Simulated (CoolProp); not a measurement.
Vapour-liquid equilibrium of propylene (1) + propane (2) at -66.45 °C; x and y are mole fractions of (1).

Model: multi-fluid Helmholtz-energy mixture model, Lemmon 2013 and Lemmon 2009; pair parameters Bell 2016, in CoolProp.

Give the bubble pressure and the first vapour's composition at x = 0.2, 0.5, 0.8. Is there an azeotrope?

x = 0.2: 0.3269 bar, y = 0.262; x = 0.5: 0.3587 bar, y = 0.567; x = 0.8: 0.3821 bar, y = 0.828. No azeotrope shows between x = 0.05 and 0.95.

Pair parameters are fitted to limited data, so mixtures are less certain than the pure fluids.
